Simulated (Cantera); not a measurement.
Feed: 1 mol Si₃N₄, 0.44 mol C, 0.05 mol H₂, held at 0.0100 bar.

Method: chemical equilibrium by Gibbs-energy minimisation in Cantera with the NASA 1993 tables (ideal gas, pure condensed phases). Candidate condensed phases: C, C₆H₆, C₇H₈, C₈H₁₈, Si, SiC, Si₃N₄; 105 gas species. Mutual solubility and eutectic melting of coexisting phases are not modelled. Kinetics and transport are ignored.

Problem. Which condensed phases are stable at each of these points (T (°C)): 2075, 2100, 2125, 2150, 2175, 2200, 2225, 2250?

Solution. 
```json
[
 {"T (°C)": "2075", "condensed phases": "Si(l) + SiC(s)", "Si condensed (%)": "85.1"},
 {"T (°C)": "2100", "condensed phases": "Si(l) + SiC(s)", "Si condensed (%)": "80.5"},
 {"T (°C)": "2125", "condensed phases": "Si(l) + SiC(s)", "Si condensed (%)": "74.2"},
 {"T (°C)": "2150", "condensed phases": "Si(l) + SiC(s)", "Si condensed (%)": "65.3"},
 {"T (°C)": "2175", "condensed phases": "Si(l) + SiC(s)", "Si condensed (%)": "52.4"},
 {"T (°C)": "2200", "condensed phases": "Si(l) + SiC(s)", "Si condensed (%)": "32.3"},
 {"T (°C)": "2225", "condensed phases": "SiC(s)", "Si condensed (%)": "2.3"},
 {"T (°C)": "2250", "condensed phases": "gas only", "Si condensed (%)": "0.0"}
]
```

From 2075 °C to 2200 °C the condensed part is Si(l) + SiC(s). At 2225 °C the condensed part is SiC(s). At 2250 °C nothing is condensed.
